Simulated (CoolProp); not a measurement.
Saturation properties of C2F6 (R116).

Computed with CoolProp (reference Helmholtz-energy equation of state, Lemmon 2006). It is a short technical equation, of lower accuracy than the large ones.

```
T (K)  p (MPa)  vapour density (kg/m³)  liquid cp (kJ/(kg K))  vapour viscosity (µPa s)  liquid conductivity (mW/(m K))
-----  -------  ----------------------  ---------------------  ------------------------  ------------------------------
208.9   0.2016                   17.28                 0.9793                      9.74                            70.6
210.8   0.2197                   18.76                 0.9849                      9.82                            69.8
212.8   0.2402                   20.43                 0.9910                      9.91                            69.1
214.7   0.2610                   22.12                 0.9970                     10.00                            68.3
216.7   0.2843                   24.01                  1.003                      10.1                            67.5
218.6   0.3078                   25.93                  1.010                      10.2                            66.8
220.6   0.3342                   28.08                  1.017                      10.3                            66.0
222.5   0.3608                   30.25                  1.023                      10.3                            65.2
224.5   0.3904                   32.68                  1.031                      10.4                            64.4
226.4   0.4203                   35.12                  1.038                      10.5                            63.7
228.4   0.4535                   37.86                  1.046                      10.6                            62.9
230.3   0.4869                   40.62                  1.053                      10.7                            62.2
232.3   0.5239                   43.70                  1.062                      10.8                            61.4
234.2   0.5610                   46.81                  1.070                      10.9                            60.6
```

It boils at 195.1 K under 1 atm.

Viscosity comes from a separate model (Huber 2003), an estimate that may be off by 10 % or more. Thermal conductivity comes from a separate model (Huber 2003), an estimate that may be off by 10 % or more.
